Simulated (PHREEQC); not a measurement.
# Alkaline etch or developer: speciation

Make-up at 20 °C: 3.6 mmol/kgw LiOH, 0.018 mmol/kgw Na2SiO3 and 2.5 mmol/kgw K2CO3. Closed to the air; pH follows from the charge balance.

Model: ion-association model, wateq4f.dat, run in PHREEQC.

| Item | Result |
|---|---|
| pH | 11.69 |
| ionic strength | 0.0111 mol/kgw |
| total alkalinity | 8.64 meq/kg |

| species | molality | activity | log γ |
|---|---|---|---|
| K+ | 0.00500 | 0.00448 | -0.047 |
| OH- | 0.00370 | 0.00332 | -0.047 |
| Li+ | 0.00360 | 0.00325 | -0.044 |
| CO3-2 | 0.00241 | 0.00160 | -0.179 |
| HCO3- | 8.59e-5 | 7.75e-5 | -0.045 |
| Na+ | 3.52e-5 | 3.17e-5 | -0.046 |

This is a speciation only: nothing precipitates in the calculation.
